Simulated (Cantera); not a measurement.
Cantera run:

```python
import numpy as np
import cantera as ct

gas_names = [...]  # 118 gases of nasa_gas.yaml made of C, Cl, F, H
cond_names = """
    C(gr) C6H6(L) C7H8(L) C8H18(L),n-octa
""".split()


# ... load() reads the species with a 1 bar reference pressure and builds the phases ...
atoms = {
    'CF4': {'C': 1, 'F': 4},
    'HCl': {'H': 1, 'CL': 1},
    'H2': {'H': 2},
}
top_T = {'C(gr)': 4500}  # K; cautious upper limits of use, not melting points


# ... equilibrate(T, P, feed) seeds the gas with the atoms and calls Mixture.equilibrate('TP', solver="vcs", rtol=1e-11, max_steps=5000) ...
results = []
feed = {'CF4': 1, 'HCl': 0.47, 'H2': 8.4}  # mol
T = 850  # K
P = 760  # Pa
mix = equilibrate(T, P, feed)
results.append((T, P, feed, dict(zip(mix.species_names, mix.species_moles))))
x = sorted(zip(gas.X, gas.species_names), reverse=True)
print(f"T = {T:g} K  P = {P:g} Pa  gas = {mix.phase_moles(0):.4g} mol")
print("   x: " + "  ".join(f"{s} {v:.3e}" for v, s in x if v > 1e-05))
print("   condensed (mol): " + ("  ".join(f"{mix.phase(i).name} {mix.phase_moles(i):.4g}"
      for i in range(1, mix.n_phases) if mix.phase_moles(i) > 1e-12) or "none"))
```

Output:

```
T = 850 K  P = 760 Pa  gas = 10.85 mol
   x: H2 5.865e-01  HF 3.686e-01  HCL 4.331e-02  CH4 1.626e-03
   condensed (mol): C(gr) 0.9823
```

Equilibrium computed with Cantera from the NASA thermochemical tables; the gas is ideal and each condensed phase is pure.
